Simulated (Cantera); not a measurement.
Charge: 1 mol Si2H6, 0.053 mol Cl2, 960 mol H2, held at 973.15 K and 1.40 mbar.

Equilibrium computed with Cantera from the NASA thermochemical tables; the gas is ideal and each condensed phase is pure. Candidate condensed phases: Si; 19 gas species. The feed counts by its element totals alone. The numbers say what is thermodynamically allowed, not how fast it happens.

Base state: H2 1.000, HCl 0.000110 (mole fractions); condensed: Si(s).

Q: What changes in the equilibrium state with this change: temperature from 973.15 K to 1623.15 K?

A: 
| species | before | after |
|---|---|---|
| H2 | 1.000 | 0.998 |
| H | 2.90e-8 | 0.00185 |
| Si | <1e-9 | 0.000112 |
| HCl | 0.000110 | 0.000110 |
| Si(s), mol | 2.00 | 1.88 |
